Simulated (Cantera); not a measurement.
Input: 1 mol SiC, 0.3 mol O2, 110 mol H2, at 1250 °C and 100 Torr.

Cantera equilibrium calculation (NASA polynomials, part measured and part estimated; ideal gas, pure solids and liquids). Candidate condensed phases: C, C6H6, C7H8, C8H18, H2O, Si, SiC, SiO2; 123 gas species. Mutual solubility and eutectic melting of coexisting phases are not modelled. The tables hold silica as quartz up to 1696 K and as liquid above; real silica turns to tridymite and cristobalite and melts near 1996 K. Rates play no part.

Base state: H2 0.995, CO 0.00259, SiO 0.00238, H 6.31e-5, CH4 1.47e-5, H2O 1.03e-5 (mole fractions); condensed: SiC(s) + SiO2(β-quartz).

Task: What changes in the equilibrium state with this change: O2 from 0.3 to 0.0039 mol?

Result: 
```json
[
 {"species": "H2", "before": "0.995", "after": "1.000"},
 {"species": "H", "before": "6.31e-5", "after": "6.33e-5"},
 {"species": "SiO", "before": "0.00238", "after": "4.12e-5"},
 {"species": "CO", "before": "0.00259", "after": "2.96e-5"},
 {"species": "H2O", "before": "1.03e-5", "after": "1.46e-7"},
 {"species": "CH4", "before": "1.47e-5", "after": "1.21e-5"},
 {"species": "SiC(s), mol", "before": "0.712", "after": "0.995"},
 {"species": "SiO2(β-quartz), mol", "before": "0.0248", "after": "0"}
]
```

Task: What changes in the equilibrium state with this change: O2 from 0.3 to 0.0015 mol?

Result: 
```csv
species,before,after
H2,0.995,1.000
H,6.31e-5,6.33e-5
SiO,0.00238,1.83e-5
CO,0.00259,8.92e-6
H2O,1.03e-5,5.35e-8
CH4,1.47e-5,9.95e-6
"SiC(s), mol",0.712,0.998
"SiO2(β-quartz), mol",0.0248,0
```
